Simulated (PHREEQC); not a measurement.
0.065 g of hydrous ferric oxide (600 m²/g; 0.2 weak and 0.005 strong sites per Fe, Dzombak-Morel constants, diffuse double layer) in 1 kg of water with 0.005 mol/kgw of an inert sodium salt and 0.0017 mmol/kgw Na2HAsO4, at 25 °C; the pH is set by adding NaOH or the inert anion's acid. O2 is buffered at 0.21 atm. The system is closed to CO2. No solid was allowed to form.

The numbers come from PHREEQC with the ion-association model, wateq4f.dat.

| pH | As sorbed (%) | surface charge σ (C/m²) | surface potential ψ (mV) |
|---|---|---|---|
| 4 | 100.0 | 0.178 | 193 |
| 4.5 | 100.0 | 0.127 | 176 |
| 5.5 | 100.0 | 0.057 | 134 |
| 6 | 100.0 | 0.035 | 111 |
| 6.5 | 100.0 | 0.021 | 85 |
| 7.5 | 100.0 | 0.005 | 31 |
| 8 | 99.9 | 0.000 | 3 |
| 8.5 | 99.1 | -0.004 | -25 |
| 9.5 | 68.4 | -0.019 | -79 |
| 10 | 27.6 | -0.031 | -104 |
| 10.5 | 6.7 | -0.050 | -127 |
| 11.5 | 0.4 | -0.132 | -164 |
| 12 | 0.1 | -0.215 | -172 |

Complexes and solids missing from the database can't appear.
